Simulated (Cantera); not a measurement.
Feed: 1 mol Si, 2.3 mol O2, 700 mol H2, held at 1025 K and 26.0 mbar.

Cantera equilibrium calculation (NASA polynomials, part measured and part estimated; ideal gas, pure solids and liquids). Candidate condensed phases: H2O, Si, SiO2; 18 gas species. The numbers say what is thermodynamically allowed, not how fast it happens.

Base state: H2 0.996, H2O 0.00371 (mole fractions); condensed: SiO2(β-quartz).

Question: What changes in the equilibrium state with this change: temperature from 1025 K to 1750 K?

Answer: 
| species | before | after |
|---|---|---|
| H2 | 0.996 | 0.992 |
| H2O | 0.00371 | 0.00513 |
| H | 2.70e-8 | 0.00144 |
| SiO | <1e-9 | 0.00143 |
| SiO2(β-quartz), mol | 1.00 | 0 |

Question: What changes in the equilibrium state with this change: O2 from 2.3 to 0.11 mol?

Answer: 
```
species               before    after
-------------------  -------  -------
H2                     0.996     1.00
H2O                  0.00371  1.78e-9
SiO2(β-quartz), mol     1.00    0.110
Si(s), mol                 0    0.890
```
Mutual solubility and eutectic melting of coexisting phases are not modelled.
